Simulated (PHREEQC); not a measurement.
**Leach liquor**

Dissolve 150 mmol/kgw HCl, 17 mmol/kgw CuSO4 and 38 mmol/kgw Fe2(SO4)3 at 80 °C. Closed to the air; pH follows from the charge balance.

All values are PHREEQC results (ion-association model, phreeqc.dat), not measurements.

- pH = 1.27
- ionic strength = 0.281 mol/kgw
- activity of water = 0.994
- total alkalinity = -302 meq/kg

```tsv
species	molality	activity	log γ
Cl-	0.126	0.0832	-0.179
H+	0.0694	0.0532	-0.116
HSO4-	0.0656	0.0464	-0.150
FeSO4+	0.0323	0.0223	-0.160
FeHSO4+2	0.0185	0.00466	-0.599
FeCl+2	0.0158	0.00364	-0.639
SO4-2	0.00979	0.00219	-0.650
Cu+2	0.00832	0.00217	-0.583
CuCl+	0.00709	0.00473	-0.176
Fe+3	0.00367	0.000332	-1.043
FeOH+2	0.00269	0.000617	-0.639
Fe(SO4)2-	0.00181	0.00128	-0.150
CuSO4	0.00126	0.00134	0.028
FeCl2+	0.000448	0.000310	-0.160
Fe2(OH)2+4	0.000374	1.51e-6	-2.396
CuCl2	0.000327	0.000349	0.028
```

Precipitation was switched off in this run. The solution is supersaturated, for example in Hematite (slow to form), Goethite (slow to form), so a real one may precipitate; this is no full list. Constants without temperature data keep their 25 °C values here.
